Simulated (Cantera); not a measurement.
A Cantera script and what it prints.

```python
import numpy as np
import cantera as ct

gas_names = """
    H HNO HNO2 HNO3 HO2 H2 H2O H2O2 N NH NH2 NH3 NH2OH NO NO2 NO3 N2 N2H2 N2H4 N2O O OH O2 O3 Si SiH
    SiH2 SiH3 SiH4 SiN SiO SiO2 Si2 Si2N Si3
""".split()
cond_names = """
    H2O(s) H2O(L) Si(cr) Si(L) SiO2(Lqz) SiO2(hqz) SiO2(L) Si2N2O(s) Si3N4(a)
""".split()


def load(file, names, dense=False):
    # The tables refer to 1 bar. Condensed volumes are neglected.
    table = {s.name: s for s in ct.Species.list_from_file(file)}
    out = []
    for n in names:
        d = dict(table[n].input_data)
        d["thermo"] = dict(d["thermo"], **{"reference-pressure": 1e5})
        if dense:
            d["equation-of-state"] = {"model": "constant-volume", "density": "1e6 g/cm^3"}
        out.append(ct.Species.from_dict(d))
    return out


gas = ct.Solution(thermo="ideal-gas", species=load("nasa_gas.yaml", gas_names))
cond = {s.name: ct.Solution(thermo="fixed-stoichiometry", species=[s], name=s.name)
        for s in load("nasa_condensed.yaml", cond_names, dense=True)}
atoms = {
    'Si3N4': {'Si': 3, 'N': 4},
    'H2O': {'H': 2, 'O': 1},
}
top_T = {'Si2N2O(s)': 2100, 'Si3N4(a)': 2400}  # K; cautious upper limits of use, not melting points


def equilibrate(T, P, feed):
    n = {}
    for name, mol in feed.items():
        for a, k in atoms[name].items():
            n[a] = n.get(a, 0.0) + k * mol
    gas.TPX = T, P, n
    mass = sum(n.values()) * gas.mean_molecular_weight
    gas.equilibrate("TP")
    valid = [c for c in cond.values() if c.min_temp <= T <= top_T.get(c.name, c.max_temp)]
    mix = ct.Mixture([(gas, mass / gas.mean_molecular_weight)] + [(c, 0.0) for c in valid])
    mix.T, mix.P = T, P
    mix.equilibrate("TP", solver="vcs", rtol=1e-11, max_steps=5000)
    return mix


results = []
T = 1750  # K
P = 35000  # Pa
for m in [3.3, 4.5, 5.7, 6.8, 8, 9.2, 10, 12, 13, 14]:
    feed = {'Si3N4': 1, 'H2O': m}  # mol
    mix = equilibrate(T, P, feed)
    results.append((T, P, feed, dict(zip(mix.species_names, mix.species_moles))))

top = {s: max(r[3][s] / sum(r[3][g] for g in gas_names) for r in results) for s in gas_names}
cols = sorted((s for s in top if top[s] > 1e-05), key=lambda s: -top[s])[:7]
seen = [c for c in cond_names if any(r[3].get(c, 0) > 1e-12 for r in results)]
print("log10 of partial pressures in bar; condensed amounts in mol")
print(f"{'n(H2O)':>10s}" + "".join(f"{s[:9]:>10s}" for s in cols + seen))
for T, P, feed, n in results:
    ng = sum(n[g] for g in gas_names)
    print(f"{feed['H2O']:10.4g}" + "".join(f"{np.log10(max(n[s] / ng * P / 1e5, 1e-99)):10.3f}" for s in cols)
          + "".join(f"{n.get(c, 0):10.4g}" for c in seen))
```

Result:

```
log10 of partial pressures in bar; condensed amounts in mol
    n(H2O)        H2       H2O        N2       SiO         H        OH   SiO2(L) Si2N2O(s)
       3.3    -0.584    -3.859    -1.058    -2.820    -3.925    -8.433     1.192    0.8942
       4.5    -0.584    -3.859    -1.058    -2.820    -3.925    -8.433      1.99    0.4921
       5.7    -0.584    -3.859    -1.058    -2.820    -3.925    -8.433     2.787   0.08998
       6.8    -0.622    -1.497    -1.099    -5.220    -3.945    -6.051         3         0
         8    -0.678    -1.155    -1.155    -5.618    -3.972    -5.681         3         0
       9.2    -0.727    -1.000    -1.204    -5.822    -3.997    -5.502         3         0
        10    -0.757    -0.933    -1.234    -5.919    -4.012    -5.420         3         0
        12    -0.824    -0.824    -1.301    -6.095    -4.045    -5.277         3         0
        13    -0.854    -0.787    -1.331    -6.162    -4.060    -5.225         3         0
        14    -0.882    -0.757    -1.359    -6.220    -4.074    -5.181         3         0
```

These are equilibrium values from Cantera (NASA tables, ideal gas, pure condensed phases), not measurements of a reactor. Mutual solubility and eutectic melting of coexisting phases are not modelled. The tables hold silica as quartz up to 1696 K and as liquid above; real silica turns to tridymite and cristobalite and melts near 1996 K. Gases not in the tables: Si(OH)4.
